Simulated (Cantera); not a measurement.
Charge: 1 mol CH3SiCl3, 0.32 mol CH4, 3 mol H2, held at 133 Pa.

Equilibrium computed with Cantera from the NASA thermochemical tables; the gas is ideal and each condensed phase is pure. Candidate condensed phases: C, C6H6, C7H8, C8H18, Si, SiC; 109 gas species. The feed counts by its element totals alone. Equilibrium is a limit: real reactors are often held back by kinetics, nucleation or transport.

Over these rows the condensed part is C(graphite) + SiC(s). Partial pressures as log10 of bar:

```json
[
 {"T (K)": "1248", "1000/T (1/K)": "0.8013", "log p SiCl4": "-5.57", "log p H2": "-3.13", "log p HCl": "-3.23"},
 {"T (K)": "1298", "1000/T (1/K)": "0.7704", "log p SiCl4": "-5.89", "log p H2": "-3.13", "log p HCl": "-3.23"},
 {"T (K)": "1348", "1000/T (1/K)": "0.7418", "log p SiCl4": "-6.19", "log p H2": "-3.13", "log p HCl": "-3.23"},
 {"T (K)": "1398", "1000/T (1/K)": "0.7153", "log p SiCl4": "-6.48", "log p H2": "-3.13", "log p HCl": "-3.23"},
 {"T (K)": "1448", "1000/T (1/K)": "0.6906", "log p SiCl4": "?", "log p H2": "-3.13", "log p HCl": "-3.23"},
 {"T (K)": "1498", "1000/T (1/K)": "0.6676", "log p SiCl4": "-7.02", "log p H2": "-3.13", "log p HCl": "-3.24"}
]
```

Problem. Fit log p(SiCl4) = a + b·(1000/T) to the five rows, give the apparent enthalpy, and predict the row at 1448 K.

Solution. Means: 1000/T = 0.7393, log p = -6.230. Sxy = 0.114237, Sxx = 0.0105343, so b = 10.84 and a = -6.230 − (10.84)×0.7393 = -14.24.
Apparent enthalpy: −19.145 × (10.84) = -208 kJ/mol. With the condensed phases at unit activity, SiC(s) + 4 HCl(g) = SiCl4(g) + C(graphite) + 2 H2(g) links this pressure to the main gases: over the six rows their terms move log p by -0.04 in all, so the slope is close to that reaction's ΔH°. The five rows lie within 0.02 of the line.
Prediction at 1448 K: -14.24 + (10.84)×0.6906 = -6.75. The computed value is -6.76, 0.01 from the line.
